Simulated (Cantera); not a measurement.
**Hydrocarbon pyrolysis for carbon deposition**

An isothermal, constant-pressure homogeneous reactor starts with C2H6 : N2 = 1 : 16 (molar parts), at 1623 K and 0.975 Torr.

Cantera simulation using GRI-Mech 3.0 (53 species, 325 reactions); the numbers are that mechanism's predictions, not measurements. GRI-Mech 3.0 stops at C3 and has no aromatics, soot or wall deposition, so with more carbon than oxygen in the feed, carbon stays in small species such as C2H2 where larger ones or solid carbon would form. Radical loss at walls, strong at low pressure, is not modelled.

```
t (s)       x C2H6    x C2H2      x H2    x C2H4    x C2H     x CH2     x CH4
--------  --------  --------  --------  --------  -------  --------  --------
2.00e-6     0.0588    <1e-12  2.96e-11  8.56e-12   <1e-12    <1e-12  6.05e-10
1.55e-5     0.0588    <1e-12   1.75e-9  8.59e-10   <1e-12  1.24e-11   3.63e-8
0.000120    0.0585  5.23e-12   1.42e-7   2.08e-7   <1e-12   7.31e-9   2.16e-6
0.000928    0.0559   3.19e-8   9.32e-5   9.65e-5   <1e-12   2.64e-6  0.000124
0.00719     0.0239   0.00127    0.0168    0.0162  2.41e-7   5.28e-5   0.00543
0.0557     1.60e-5    0.0364    0.0737   0.00865  1.28e-6   1.09e-5    0.0149
0.431      1.49e-6    0.0465    0.0873  0.000476  4.74e-7   1.30e-6    0.0120
3.34       3.17e-7    0.0487    0.0933   7.20e-5  2.95e-7   3.67e-7   0.00832
25.8       3.95e-8    0.0516     0.102   7.88e-6  4.31e-7   2.03e-7   0.00225
200       9.91e-11    0.0526     0.105   6.69e-7  1.12e-6   3.57e-8   5.88e-5
```
x: mole fraction; the columns are a selection and need not sum to one.

Equilibrium at this temperature and pressure: C2H6 <1e-12, C2H2 0.0189, H2 0.105, C2H4 2.33e-7, C2H 4.27e-7, CH2 1.04e-9, CH4 1.51e-6 (gas phase only).
